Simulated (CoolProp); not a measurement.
Saturated liquid density (kg/m³) of water: the reference equation beside estimates from Tc = 373.9 °C, pc = 220.6 bar, ω = 0.344. Rackett uses Z = 0.29056 − 0.08775 ω.

Model: reference Helmholtz-energy equation of state, Wagner 2002, in CoolProp.

```
T (°C)   reference     Rackett  van der Waals  Redlich-Kwong  Soave-Redlich-Kwong  Peng-Robinson
------  ----------  ----------  -------------  -------------  -------------------  -------------
151.35       915.7       765.3     (withheld)          638.8                671.2          758.5
167.75  (withheld)       749.0          428.4          623.3                656.9          743.0
184.15       882.5       732.2          419.2          607.0                641.6          726.3
200.45       864.1       714.8          409.6          589.8           (withheld)          708.3
216.85       844.2  (withheld)          399.4          571.6                607.5          688.7
233.25       822.7       677.5          388.6          552.1                588.3     (withheld)
249.65       799.4       657.3          377.1          531.4                567.4          644.0
266.05       774.0       635.8          364.7          509.2                544.6     (withheld)
```

Q: Fill in the missing entries.

A: 
- 151.35, van der Waals: 437.2
- 167.75, reference: 899.7
- 200.45, Soave-Redlich-Kwong: 625.2
- 216.85, Rackett: 696.6
- 233.25, Peng-Robinson: 667.4
- 266.05, Peng-Robinson: 618.2

Absolute difference from the reference over all 8 rows, mean and median: Rackett 17.3 and 17.4 %, van der Waals 52.6 and 52.6 %, Redlich-Kwong 32.1 and 32.0 %, Soave-Redlich-Kwong 28.0 and 27.8 %, Peng-Robinson 18.4 and 18.2 %.
